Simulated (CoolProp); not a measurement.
The fluid at 293.15 K and 1.75 MPa flows at 0.079 m/s in a round tube of 12.7 mm bore and 45 µm roughness, fully developed (64/Re and Nu = 3.66 if laminar; Colebrook and Gnielinski if turbulent). The same conditions are run with several fluids, on thermodynamics alone (safety and materials aside).

The numbers come from the reference Helmholtz-energy equation of state of each fluid (methane: Setzmann 1991; nitrogen: Span 2000; oxygen: Schmidt 1985) in CoolProp.

Q: Rank methane, nitrogen, oxygen by Reynolds number, highest first.

A: nitrogen (1140), oxygen (1130), methane (1060)

| fluid | Darcy friction factor | pressure drop (Pa/m) | heat-transfer coefficient (W/(m² K)) | mass flow (kg/h) |
|---|---|---|---|---|
| methane | 0.0605 | 0.177 | 9.98 | 0.429 |
| nitrogen | 0.0563 | 0.279 | 7.53 | 0.727 |
| oxygen | 0.0566 | 0.323 | 7.70 | 0.838 |

Transport values come from each fluid's own correlations.
